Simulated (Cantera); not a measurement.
Feed: 1 mol PbO, 3.1 mol C, 4.4 mol H2, equilibrated at 1902 °C and 1300 Pa.

Cantera equilibrium calculation (NASA polynomials, part measured and part estimated; ideal gas, pure solids and liquids). Candidate condensed phases: C, C6H6, C7H8, C8H18, H2O, Pb, PbO, PbO2, Pb3O4; 113 gas species. Rates play no part.

Problem. What is the equilibrium state?

Solution. 
```json
{
 "x(H2)": "0.657",
 "x(CO)": "0.154",
 "x(Pb)": "0.154",
 "x(H)": "0.0347",
 "x(C2H2 (acetylene))": "0.00147",
 "x(C2H)": "2.50e-6",
 "x(CH3)": "1.58e-6",
 "x(CH4)": "1.56e-6",
 "x(C4H2)": "1.33e-6",
 "n(C(graphite))": "2.08 mol",
 "gas_amount": "6.513 mol",
 "log10 activity of Pb(l) (absent)": "-3.02"
}
```
